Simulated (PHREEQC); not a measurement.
## Acid rinse or clean: an equilibrium model

Dissolve 0.017 mol H2SO4, 0.12 mol ZnSO4 and 0.0185 mol MnSO4 per kg of water at 25 °C. Closed to the air; pH follows from the charge balance.

Computed with PHREEQC (ion-association model, wateq4f.dat).

| Item | Value |
|---|---|
| pH | 1.95 |
| ionic strength | 0.286 mol/kgw |
| total alkalinity | -34.0 meq/kg |

```tsv
species	molality	activity	log γ
Zn+2	0.0570	0.0168	-0.531
SO4-2	0.0488	0.0125	-0.592
ZnSO4	0.0459	0.0491	0.029
HSO4-	0.0195	0.0138	-0.152
Zn(SO4)2-2	0.0171	0.00498	-0.536
H+	0.0145	0.0113	-0.106
Mn+2	0.0115	0.00338	-0.531
MnSO4	0.00702	0.00750	0.029
ZnOH+	2.20e-9	1.62e-9	-0.134
```

This is a speciation only: nothing precipitates in the calculation. Complexes and solids missing from the database can't appear.
